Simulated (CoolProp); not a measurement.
Vapour-liquid equilibrium of R114 (1) + n-hexane (2) at 349.7 K; x and y are mole fractions of (1).

Computed with CoolProp (multi-fluid Helmholtz-energy mixture model, Platzer 1990 and Thol 2019; pair parameters Bell 2016). This equation is an older, rougher fit; its heat capacities, sound speeds and derivatives of the liquid may be far off and weren't checked against measurements.

| x | bubble pressure, mixture model (MPa) | bubble pressure, Raoult's law (MPa) | y, mixture model | y, Raoult's law |
|---|---|---|---|---|
| 0.05 | [?] | 0.1654 | [?] | 0.260 |
| 0.15 | [?] | 0.2386 | 0.578 | 0.541 |
| 0.25 | 0.3634 | 0.3119 | 0.700 | 0.690 |
| 0.35 | [?] | 0.3851 | [?] | 0.783 |
| 0.45 | [?] | 0.4583 | 0.821 | 0.845 |
| 0.55 | 0.5705 | 0.5316 | [?] | 0.891 |
| 0.65 | 0.6319 | 0.6048 | 0.892 | 0.925 |
| 0.75 | 0.6934 | 0.6780 | 0.922 | 0.953 |
| 0.85 | 0.7571 | 0.7513 | 0.952 | 0.974 |
| 0.95 | 0.8250 | 0.8245 | 0.983 | 0.992 |

### Question
Complete the blanks.

### Answer

- 0.05, bubble pressure, mixture model (MPa): 0.1820
- 0.05, y, mixture model: 0.311
- 0.15, bubble pressure, mixture model (MPa): 0.2786
- 0.35, bubble pressure, mixture model (MPa): 0.4387
- 0.35, y, mixture model: 0.771
- 0.45, bubble pressure, mixture model (MPa): 0.5069
- 0.55, y, mixture model: 0.859

The largest gap from Raoult's law is +16.8 % in bubble pressure, at x = 0.15. No azeotrope shows between x = 0.05 and 0.95.

Pair parameters are fitted to limited data, so mixtures are less certain than the pure fluids.
